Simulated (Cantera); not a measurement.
A perfectly stirred reactor is fed with 36.4 % H₂, 30.3 % O₂, 33.3 % N₂, at 100.0 Torr; it is held at 1098 K, and followed from long to short residence time.

Cantera simulation using the H2/O2 subset of GRI-Mech 3.0, which has no nitrogen chemistry; the numbers are that mechanism's predictions, not measurements. The temperature is held fixed by assumption; the heat of reaction is taken as removed at once.

Question: Predict: x(H₂) at τ = 0.710 s; x(O₂) at τ = 0.710 s; x(H₂O₂) at τ = 0.710 s; x(OH) at τ = 0.710 s; x(H) at τ = 0.710 s; x(H₂) at τ = 15.0 ms; x(O₂) at τ = 15.0 ms; x(H₂O₂) at τ = 15.0 ms; x(OH) at τ = 15.0 ms; x(H) at τ = 15.0 ms.

Answer: 
| Item | Result |
|---|---|
| x(H₂) at τ = 0.710 s | 0.000960 |
| x(O₂) at τ = 0.710 s | 0.148 |
| x(H₂O₂) at τ = 0.710 s | 2.16e-6 |
| x(OH) at τ = 0.710 s | 0.000323 |
| x(H) at τ = 0.710 s | 3.63e-5 |
| x(H₂) at τ = 15.0 ms | 0.00997 |
| x(O₂) at τ = 15.0 ms | 0.151 |
| x(H₂O₂) at τ = 15.0 ms | 4.67e-6 |
| x(OH) at τ = 15.0 ms | 0.00137 |
| x(H) at τ = 15.0 ms | 0.00165 |
